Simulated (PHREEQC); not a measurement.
Dissolve 8.1 mmol/kgw HF, 61 mmol/kgw (CH3)4NF, 0.23 mmol/kgw (NH4)2SiF6 and 2.5 mmol/kgw HCl at 20 °C. Closed to the air; pH follows from the charge balance.

All values are PHREEQC results (ion-association model, wateq4f.dat), not measurements.

Precipitation was switched off in this run.

**Question.** Order these F species by the share of F that they hold, largest first: H2F2, HF2-, F-, SiF6-2, HF.

**Answer.** F- (81 %), HF (12 %), HF2- (5.0 %), SiF6-2 (2.0 %), H2F2 (0.61 %)

The pH is 3.87 and the ionic strength 0.0619 mol/kgw. (CH3)4N+ isn't in the database: it is added as a free cation with an ion size of 4 Å. SiF6-2 is the database's only silicon fluoride.
